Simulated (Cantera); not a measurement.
# Silicon epitaxy and polysilicon growth: SiH₂Cl₂ + HCl + H₂

Feed: 1 mol SiH₂Cl₂, 0.22 mol HCl, a varied amount of H₂, equilibrated at 1075 K and 57.0 mbar.

Cantera equilibrium calculation (NASA polynomials, part measured and part estimated; ideal gas, pure solids and liquids). Candidate condensed phases: Si; 19 gas species. The tables' values for SiCl₃ are old estimates; treat these amounts as uncertain. The numbers say what is thermodynamically allowed, not how fast it happens.

```
n(H₂) (mol)   x H₂   x SiCl₄   x HCl  x SiHCl₃   x SiCl₃   x SiCl₂  x SiH₂Cl₂  x SiH₃Cl  n Si(s)
-----------  -----  --------  ------  --------  --------  --------  ---------  --------  -------
4.7          0.879    0.0598  0.0368    0.0177   0.00337   0.00302   0.000614   5.60e-6    0.459
6.6          0.902    0.0438  0.0345    0.0142   0.00267   0.00258   0.000540   5.38e-6    0.469
9.1          0.920    0.0318  0.0322    0.0113   0.00210   0.00220   0.000469   5.12e-6    0.481
13           0.937    0.0216  0.0295   0.00852   0.00157   0.00181   0.000393   4.77e-6    0.500
18           0.949    0.0147  0.0270   0.00643   0.00118   0.00150   0.000329   4.42e-6    0.523
24           0.958    0.0102  0.0247   0.00491  0.000896   0.00125   0.000277   4.09e-6    0.547
34           0.966   0.00632  0.0220   0.00345  0.000626  0.000981   0.000220   3.68e-6    0.584
47           0.973   0.00387  0.0196   0.00239  0.000433  0.000767   0.000173   3.29e-6    0.626
65           0.978   0.00224  0.0171   0.00159  0.000288  0.000584   0.000132   2.89e-6    0.676
90           0.982   0.00121  0.0147   0.00100  0.000181  0.000429    9.76e-5   2.49e-6    0.731
130          0.986  0.000537  0.0120  0.000548   9.85e-5  0.000286    6.54e-5   2.05e-6    0.797
```
x: gas mole fraction; n: condensed amount in mol.

From 4.7 mol H₂ to 130 mol H₂ the condensed part is Si(s). The main Si-bearing gas is SiCl₄ at 4.7 mol H₂ and SiHCl₃ at 130 mol H₂. The share of Si in condensed phases is highest at 130 mol H₂ (79.7 %) and lowest at 4.7 mol H₂ (45.9 %).
